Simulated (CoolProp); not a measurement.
n-pentane along the isobar 3.03 MPa: fugacity coefficient from the reference equation and from simpler models built on Tc = 196.5 °C, pc = 3.368 MPa, ω = 0.251; each cubic takes its own stable root.

The numbers come from the reference Helmholtz-energy equation of state, Thol 2019 in CoolProp.

| T (°C) | phase | reference |
|---|---|---|
| 134.85 | liquid | 0.3470 |
| 161.35 | liquid | 0.4996 |
| 187.85 | liquid | 0.6669 |
| 214.35 | gas | 0.7380 |
| 240.85 | gas | 0.7840 |
| 267.35 | gas | 0.8198 |
| 293.85 | gas | 0.8485 |
| 320.35 | gas | 0.8722 |
| 346.85 | gas | 0.8919 |

**Question.** How far does each simpler model (van der Waals, Redlich-Kwong, Soave-Redlich-Kwong) lie from the reference over these 9 states: mean and median of the absolute difference, and the worst?

**Answer.** 
- van der Waals: mean 9.9 %, median 2.4 %, worst +48.0 % at 134.85 °C and 3.03 MPa
- Redlich-Kwong: mean 4.1 %, median 1.9 %, worst +17.2 % at 134.85 °C and 3.03 MPa
- Soave-Redlich-Kwong: mean 1.1 %, median 0.6 %, worst +3.2 % at 134.85 °C and 3.03 MPa

At some of these states van der Waals gives the other phase, because its saturation line lies elsewhere.
